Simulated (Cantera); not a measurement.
Feed: 1 mol Fe, a varied amount of Cl2, 5.3 mol N2, at 948 K and 10000 Pa.

Method: chemical equilibrium by Gibbs-energy minimisation in Cantera with the NASA 1993 tables (ideal gas, pure condensed phases). Candidate condensed phases: Fe, FeCl2, FeCl3; 10 gas species. Rates play no part.

Question: At 0.31 mol Cl2, list the 4 most abundant gas species with their mole fractions, and the condensed phases.

Answer: N2 0.950, FeCl2 0.0441, Fe2Cl4 0.00571, FeCl3 1.36e-5. Condensed: Fe(α).
